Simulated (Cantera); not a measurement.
Input: 1 mol SiC, 1 mol N2O, 1.9 mol N2, held at 2200 K and 0.910 Pa.

Cantera equilibrium calculation (NASA polynomials, part measured and part estimated; ideal gas, pure solids and liquids). Candidate condensed phases: C, Si, SiC, SiO2, Si2N2O, Si3N4; 34 gas species. The tables' values for SiN are old estimates; treat these amounts as uncertain. Equilibrium is a limit: real reactors are often held back by kinetics, nucleation or transport.

Base state: N2 0.592, CO 0.203, Si 0.203, SiO 0.00100, SiC2 0.000348, CN 0.000206, SiN 7.94e-5, Si2C 7.41e-5 (mole fractions); condensed: gas only.

What changes in the equilibrium state with this change: N2O from 1 to 0.032 mol?


```tsv
species	before	after
N2	0.592	0.651
Si	0.203	0.305
SiC2	0.000348	0.0293
CO	0.203	0.0108
C3	6.35e-7	0.000265
SiO	0.00100	1.07e-5
C2	4.14e-7	2.32e-5
C(graphite), mol	0	0.782
```
